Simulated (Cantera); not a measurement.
Input: 1 mol PbO, 950 mol H2, 8.2 mol H2O, equilibrated at 873.15 K and 3.15 Torr.

Method: chemical equilibrium by Gibbs-energy minimisation in Cantera with the NASA 1993 tables (ideal gas, pure condensed phases). Candidate condensed phases: H2O, Pb, PbO, PbO2, Pb3O4; 12 gas species. Equilibrium is a limit: real reactors are often held back by kinetics, nucleation or transport.

Base state: H2 0.990, H2O 0.00960, Pb 0.000152 (mole fractions); condensed: Pb(l).

What changes in the equilibrium state with this change: temperature from 873.15 K to 2223 K?


```
species       before     after
----------  --------  --------
H2             0.990     0.896
H              <1e-9    0.0936
H2O          0.00960   0.00900
Pb          0.000152  0.000994
OH             <1e-9  0.000136
Pb(l), mol     0.854         0
```
